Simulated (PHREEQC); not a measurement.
A solution holds 1.6 mol/kgw H2SO4, 0.059 mol/kgw CaCl2 and 0.1 mol/kgw MgCl2, at 80 °C. Closed to the air; pH follows from the charge balance.

All values are PHREEQC results (ion-association model with the Davies equation for every ion, phreeqc.dat), not measurements.

This is a speciation only: nothing precipitates in the calculation.

Order these Ca species by the share of Ca that they hold, largest first: Ca+2, CaSO4, CaHSO4+.

CaHSO4+ (92 %), Ca+2 (5.6 %), CaSO4 (1.9 %)

The pH is -0.21 and the ionic strength 1.87 mol/kgw. Caution: at this ionic strength the ion-association model is outside its range; a Pitzer model would be the better tool where its parameters exist. Complexes and solids missing from the database can't appear. Away from 25 °C the constants follow the database's enthalpies or fits; those with neither stay at their 25 °C values.
